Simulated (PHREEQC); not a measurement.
## Brine: speciation

Solution (50 °C): 0.17 mol HCl, 0.00063 mol CaCl2 and 0.035 mol MgCl2 per kg of water. Closed to the air; pH follows from the charge balance.

Computed with PHREEQC (ion-association model, phreeqc.dat).

No solid was allowed to form.

Task: What pH, activity of water, specific conductance does the model give?

Result: pH 0.88; activity of water 0.992; specific conductance 99200 µS/cm.

Constants without temperature data keep their 25 °C values here.
